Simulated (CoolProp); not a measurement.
Carbon monoxide along the isobar 153 bar: density (kg/m³) from the reference equation and from simpler models built on Tc = 132.9 K, pc = 34.98 bar, ω = 0.050; each cubic takes its own stable root.

Computed with CoolProp (reference Helmholtz-energy equation of state, Lemmon 2006). It is a short technical equation, of lower accuracy than the large ones.

```
T (K)          phase  reference
-----  -------------  ---------
118.5         liquid      682.6
155.2  supercritical      509.0
191.9  supercritical      341.9
228.7  supercritical      248.6
265.4  supercritical      198.8
302.2  supercritical      167.7
338.9  supercritical      146.2
375.6  supercritical      130.2
412.4  supercritical      117.6
449.1  supercritical      107.6
```

Task: How far does each simpler model (Soave-Redlich-Kwong, Peng-Robinson) lie from the reference over these 10 states: mean and median of the absolute difference, and the worst?

Result: 
- Soave-Redlich-Kwong: mean 2.0 %, median 1.8 %, worst -4.0 % at 191.9 K and 153 bar
- Peng-Robinson: mean 3.4 %, median 2.2 %, worst +11.7 % at 118.5 K and 153 bar
